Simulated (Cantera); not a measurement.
## Low-pressure radical oxidation in H2/O2

An isothermal, constant-pressure homogeneous reactor starts with H₂ : O₂ = 0.031 : 1 (molar parts), at 1023 K and 0.0263 atm.

Model: GRI-Mech 3.0 (53 species, 325 reactions), integrated in Cantera. Radical loss at walls, strong at low pressure, is not modelled.

| t (s) | x H₂ | x O₂ | x H | x O | x OH | x H₂O₂ | x HO₂ |
|---|---|---|---|---|---|---|---|
| 6.00e-5 | 0.0301 | 0.970 | 4.39e-11 | 2.44e-11 | 2.07e-11 | <1e-12 | 6.33e-11 |
| 0.000177 | 0.0301 | 0.970 | 1.17e-10 | 1.65e-10 | 1.10e-10 | <1e-12 | 1.89e-10 |
| 0.000520 | 0.0301 | 0.970 | 7.51e-10 | 1.73e-9 | 9.33e-10 | <1e-12 | 5.94e-10 |
| 0.00153 | 0.0301 | 0.970 | 9.68e-8 | 2.44e-7 | 1.26e-7 | 2.28e-12 | 9.23e-9 |
| 0.00451 | 0.00740 | 0.956 | 0.00558 | 0.00973 | 0.00245 | 5.41e-7 | 1.11e-5 |
| 0.0133 | 0.000189 | 0.964 | 0.000718 | 0.00522 | 0.000652 | 1.27e-7 | 6.52e-6 |
| 0.0391 | 3.03e-5 | 0.968 | 4.96e-5 | 0.000941 | 0.000252 | 1.01e-7 | 2.95e-6 |
| 0.115 | 3.81e-6 | 0.969 | 2.46e-6 | 0.000128 | 9.20e-5 | 6.53e-8 | 9.11e-7 |
| 0.340 | 4.71e-7 | 0.969 | 1.31e-7 | 1.79e-5 | 3.49e-5 | 3.05e-8 | 2.14e-7 |
| 1.00 | 7.02e-8 | 0.969 | 9.54e-9 | 3.12e-6 | 1.46e-5 | 1.13e-8 | 4.76e-8 |
x: mole fraction; the columns are a selection and need not sum to one.

Equilibrium at this temperature and pressure: H₂ 3.27e-11, O₂ 0.969, H <1e-12, O 1.89e-9, OH 3.59e-7, H₂O₂ 1.84e-11, HO₂ 9.38e-10 (gas phase only).
